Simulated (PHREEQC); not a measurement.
# Buffer

Make-up at 70 °C: 3 mmol/kgw NH4Cl, 8.8 mmol/kgw KOH and 13 mmol/kgw NaCl. Closed to the air; pH follows from the charge balance.

Model: ion-association model, phreeqc.dat, run in PHREEQC.

Each row changes one thing in this solution. No solid was allowed to form.

| case | pH | ionic strength (mol/kgw) | NH4+ (mol/kgw) | SI of Sylvite (KCl) | SI of Halite (NaCl) |
|---|---|---|---|---|---|
| as made | 10.49 | 0.0218 | 1.31e-5 | -5.09 | -5.42 |
| 0.015 mol/kgw LiOH added | 11.02 | 0.0368 | 3.99e-6 | -5.12 | -5.45 |
| diluted 100-fold with water | 8.60 | 0.000225 | 6.78e-6 | -8.96 | -9.30 |
| temperature from 70 to 45 °C | 11.09 | 0.0218 | 1.33e-5 | -4.98 | -5.40 |
| NH4Cl from 0.003 to 0.0033 mol/kgw | 10.46 | 0.0218 | 1.52e-5 | -5.08 | -5.41 |
| KOH from 0.0088 to 0.00792 mol/kgw | 10.42 | 0.0209 | 1.53e-5 | -5.13 | -5.42 |
| KOH from 0.0088 to 0.044 mol/kgw | 11.30 | 0.0570 | 2.21e-6 | -4.45 | -5.48 |

Species that the database lacks are ignored. Away from 25 °C the constants follow the database's enthalpies or fits; those with neither stay at their 25 °C values.
